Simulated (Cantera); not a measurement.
# Catalytic combustion on Pt

An isothermal plug-flow reactor at 550 K and 1.01 bar (inlet), inlet velocity 0.88 m/s, active area per volume 4200 1/m; feed 0.686 % H2, 5.91 % O2, 93.4 % N2.

Detailed kinetics in Cantera: Deutschmann's 1995 Pt surface mechanism with GRI-Mech 3.0 gas chemistry. Catalytic surfaces can have several steady states; this one follows from the mechanism file's or the stated starting coverage. Mass transfer to the wall is taken as infinitely fast.

| z (m) | x H2 | x O2 | x H2O | θ free Pt | θ O* | θ OH* |
|---|---|---|---|---|---|---|
| 0.00031 | 0.000772 | 0.0562 | 0.00611 | 0.0214 | 0.970 | 0.00821 |
| 0.00055 | 0.000455 | 0.0561 | 0.00642 | 0.0126 | 0.981 | 0.00644 |
| 0.00098 | 0.000262 | 0.0560 | 0.00662 | 0.00729 | 0.988 | 0.00496 |
| 0.0017 | 0.000153 | 0.0560 | 0.00673 | 0.00427 | 0.992 | 0.00382 |
| 0.0031 | 8.44e-5 | 0.0559 | 0.00680 | 0.00238 | 0.995 | 0.00286 |
| 0.0055 | 4.74e-5 | 0.0559 | 0.00683 | 0.00137 | 0.996 | 0.00218 |
| 0.0098 | 2.60e-5 | 0.0559 | 0.00685 | 0.000805 | 0.998 | 0.00167 |
| 0.017 | 1.40e-5 | 0.0559 | 0.00687 | 0.000518 | 0.998 | 0.00134 |
| 0.031 | 6.30e-6 | 0.0559 | 0.00687 | 0.000360 | 0.999 | 0.00112 |
x: gas mole fraction; θ: surface coverage.
